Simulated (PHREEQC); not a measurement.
PHREEQC input (ion-association model, wateq4f.dat):

```
SOLUTION_SPECIES
  2 NO3- + 12 H+ + 10 e- = N2 + 6 H2O  # shut off: nitrate stays nitrate
    -log_k -100
    -delta_h 0
    -analytic -100
SOLUTION 1
  temp 25
  units mol/kgw
  pH 7 charge
  S(6) 0.100338
  Cd 0.1
  Na 0.00058
SOLUTION 2
  temp 25
  units mol/kgw
  pH 7 charge
  N(5) 0.03
  Ni 0.015
  S(6) 3.1e-05
  Na 6.2e-05
END
SELECTED_OUTPUT 1
  -reset false
  -pH true
  -pe true
  -ionic_strength true
  -water true
  -totals Cd N Na Ni S N(5) N(3) N(0) N(-3) S(-2)
    S(6)
  -molalities H+ Cd+2 NO3- Na+ Ni+2 SO4-2 NH3 NaSO4- HSO4- H2S
    HS- S-2 O2 NH4+ NH4SO4- OH- CdOH+ Cd(OH)2 Cd(OH)3- Cd(OH)4-2
    Cd2OH+3 CdNO3+ CdSO4 CdHS+ Cd(HS)2 Cd(HS)3- Cd(HS)4-2 NO2- NiOH+ Ni(OH)2
    Ni(OH)3- NiSO4 Cd(SO4)2-2 Ni(SO4)2-2
  -equilibrium_phases Cd(OH)2 Ni(OH)2 Ni4(OH)6SO4 Mirabilite Morenosite
PRINT
  -reset false
MIX 1
  1 1
  2 0
EQUILIBRIUM_PHASES 1
  Cd(OH)2 0 0
  Ni(OH)2 0 0
  Ni4(OH)6SO4 0 0
  Mirabilite 0 0
  Morenosite 0 0
  O2(g) -0.68 10
END
# ... the last block is repeated for the other 10 points of share of solution B
```

Selected output (columns that matter, 11 of 11 rows; share of solution B added in front):

```
share of solution B	pH	mu	Cd	N	Na	Ni	S	m_H+	m_Cd+2	m_NO3-	m_Na+	m_Ni+2	m_SO4-2	m_NaSO4-
0	4.4232	0.18645	0.1	0	0.00058	0	0.10034	4.7152e-05	0.046396	0	0.000553	0	0.032612	2.7005e-05
0.1	4.4576	0.17349	0.09	0.003	0.0005282	0.0015	0.090307	4.3407e-05	0.042544	0.0029064	0.00050458	0.00095835	0.030481	2.3623e-05
0.2	4.4959	0.16041	0.08	0.006	0.0004764	0.003	0.080277	3.9597e-05	0.038651	0.0058254	0.00045608	0.0019351	0.028216	2.0317e-05
0.3	4.5389	0.1472	0.07	0.009	0.0004246	0.0045	0.070246	3.5708e-05	0.034707	0.0087578	0.0004075	0.0029376	0.025794	1.71e-05
0.4	4.5884	0.13384	0.06	0.012	0.0003728	0.006	0.060215	3.1717e-05	0.030694	0.011705	0.00035881	0.0039773	0.02319	1.3988e-05
0.5	4.6466	0.1203	0.05	0.015	0.000321	0.0075	0.050184	2.7592e-05	0.026589	0.014669	0.00030999	0.0050723	0.020365	1.1007e-05
0.6	4.7177	0.10651	0.04	0.018	0.0002692	0.009	0.040154	2.328e-05	0.022346	0.017651	0.00026101	0.0062541	0.017269	8.1871e-06
0.7	4.8099	0.092402	0.03	0.021	0.0002174	0.0105	0.030123	1.8695e-05	0.01789	0.020658	0.00021182	0.0075803	0.013833	5.5774e-06
0.8	4.942	0.077802	0.02	0.024	0.0001656	0.012	0.020092	1.3676e-05	0.013065	0.023697	0.00016235	0.009169	0.0099506	3.2496e-06
0.9	5.1764	0.062363	0.01	0.027	0.0001138	0.0135	0.010062	7.8861e-06	0.0075065	0.026789	0.00011248	0.011309	0.0054523	1.321e-06
1	5.9969	0.045043	0	0.03	6.2e-05	0.015	3.1e-05	1.174e-06	0	0.03	6.1997e-05	0.014987	1.8857e-05	2.7692e-09
```
